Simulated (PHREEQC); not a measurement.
A solution holds 160 mmol/kgw NH4F, 2.5 mmol/kgw Na2SiO3 and 0.42 mmol/kgw (CH3)4NCl, at 25 °C. Closed to the air; pH follows from the charge balance.

Equilibrium calculation in PHREEQC: ion-association model, phreeqc.dat.

The pH is 7.92. The ionic strength is 0.160 mol/kgw and the activity of water is 0.994. The specific conductance is 16500 µS/cm and the density is 1.000 g/cm³. The total alkalinity is 5.00 meq/kg.

| species | molality | activity | log γ |
|---|---|---|---|
| F- | 0.160 | 0.116 | -0.140 |
| NH4+ | 0.155 | 0.109 | -0.154 |
| NH3 | 0.00496 | 0.00515 | 0.016 |
| Na+ | 0.00477 | 0.00362 | -0.120 |
| H4SiO4 | 0.00246 | 0.00255 | 0.016 |
| Cl- | 0.000420 | 0.000307 | -0.135 |
| (CH3)4N+ | 0.000420 | 0.000309 | -0.134 |
| NaF | 0.000232 | 0.000241 | 0.016 |
| H3SiO4- | 4.25e-5 | 3.12e-5 | -0.134 |
| HF | 2.02e-6 | 2.09e-6 | 0.016 |

No solid was allowed to form. Saturation is exceeded, for instance for SiO2(a), Quartz (slow to form); the values hold only as long as no solid forms. (CH3)4N+ isn't in the database: it is added as a free cation with an ion size of 4 Å. SiF6-2 is the database's only silicon fluoride.
